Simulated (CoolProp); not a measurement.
Vapour-liquid equilibrium of carbon dioxide (1) + 1-butene (2) at 233.1 K; x and y are mole fractions of (1).

Model: multi-fluid Helmholtz-energy mixture model, Span 1996 and Lemmon 2005; pair parameters Bell 2016, in CoolProp.

Question: Give the bubble pressure and the first vapour's composition at x = 0.2, 0.8, 0.95. Is there an azeotrope?

Answer: x = 0.2: 0.2989 MPa, y = 0.935; x = 0.8: 0.8283 MPa, y = 0.988; x = 0.95: 0.9516 MPa, y = 0.996. No azeotrope shows between x = 0.05 and 0.95.

The pair parameters rest on a limited set of measurements; away from them the model extrapolates.
